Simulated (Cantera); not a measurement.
A Cantera script and its output.

```python
import numpy as np
import cantera as ct

surf = ct.Interface("diamond.yaml", "diamond_100")
gas, bulk = surf.adjacent["gas"], surf.adjacent["diamond"]
k = surf.kinetics_species_index(bulk.species_names[0])
cover = ["c6HH", "c6H*", "c6*H", "c6**", "c6HM", "c6B"]

rows, drift = [], 0.0
print(f"{'T':>10s}{'um/h':>11s}" + "".join(f"{s:>11s}" for s in cover))
for v in [900, 950, 1000, 1050, 1100, 1150, 1200, 1250, 1300, 1350, 1400]:
    T, P, xH, xCH3 = v, 28000, 0.00075, 4.6e-05
    gas.TPX = T, P, {"H": xH, "CH3": xCH3, "CH4": 0.012, "H2": 1 - xH - xCH3 - 0.012}
    surf.TP = bulk.TP = T, P
    surf.coverages = "c6H*:0.1, c6HH:0.9"
    surf.advance_coverages(100.0)
    before = surf.coverages
    surf.advance_coverages(100.0)
    drift = max(drift, np.max(np.abs(surf.coverages - before) / (surf.coverages + 1e-9)))
    rate = surf.net_production_rates[k] * bulk.mean_molecular_weight / bulk.density * 3.6e9
    rows.append([rate, *surf[cover].coverages])
    print(f"{v:10.4g}{rate:11.4e}" + "".join(f"{x:11.3e}" for x in rows[-1][1:]))
```

Result:

```
         T       um/h       c6HH       c6H*       c6*H       c6**       c6HM        c6B
       900 3.7290e+00  6.523e-01  9.839e-03  2.745e-01  3.917e-03  4.782e-02  1.012e-08
       950 4.8877e+00  6.145e-01  1.338e-02  3.169e-01  5.892e-03  3.785e-02  1.326e-08
      1000 6.0051e+00  5.779e-01  1.743e-02  3.560e-01  8.353e-03  2.944e-02  1.630e-08
      1050 6.7005e+00  5.444e-01  2.189e-02  3.912e-01  1.122e-02  2.164e-02  1.818e-08
      1100 6.3853e+00  5.153e-01  2.669e-02  4.223e-01  1.437e-02  1.398e-02  1.733e-08
      1150 4.9484e+00  4.905e-01  3.166e-02  4.482e-01  1.756e-02  7.384e-03  1.343e-08
      1200 3.2904e+00  4.695e-01  3.657e-02  4.676e-01  2.053e-02  3.217e-03  8.929e-09
      1250 2.1877e+00  4.526e-01  4.127e-02  4.804e-01  2.306e-02  1.255e-03  5.936e-09
      1300 1.6448e+00  4.404e-01  4.566e-02  4.875e-01  2.504e-02  4.731e-04  4.463e-09
      1350 1.3816e+00  4.331e-01  4.971e-02  4.899e-01  2.644e-02  1.788e-04  3.749e-09
      1400 1.1481e+00  4.305e-01  5.338e-02  4.883e-01  2.728e-02  6.841e-05  3.115e-09
```

Cantera simulation using the Harris–Goodwin 1993 mechanism for the reconstructed diamond (100) surface; the numbers are that mechanism's predictions, not measurements.
